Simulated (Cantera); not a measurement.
A closed system holds: 1 mol B, 3.1 mol NH3, equilibrated at 1.00 Torr.

Cantera equilibrium calculation (NASA polynomials, part measured and part estimated; ideal gas, pure solids and liquids). Candidate condensed phases: B, BN; 15 gas species. Rates play no part.

Q: Which condensed phases are stable at each of these points (T (K)): 1400, 1550, 1700, 1850, 2000, 2150, 2300?

A: 
| T (K) | condensed phases | B condensed (%) |
|---|---|---|
| 1400 | BN(s) | 100.0 |
| 1550 | BN(s) | 100.0 |
| 1700 | BN(s) | 100.0 |
| 1850 | BN(s) | 100.0 |
| 2000 | BN(s) | 99.8 |
| 2150 | B(s) | 98.8 |
| 2300 | B(s) | 93.7 |

From 1400 K to 2000 K the condensed part is BN(s). From 2150 K to 2300 K the condensed part is B(s).
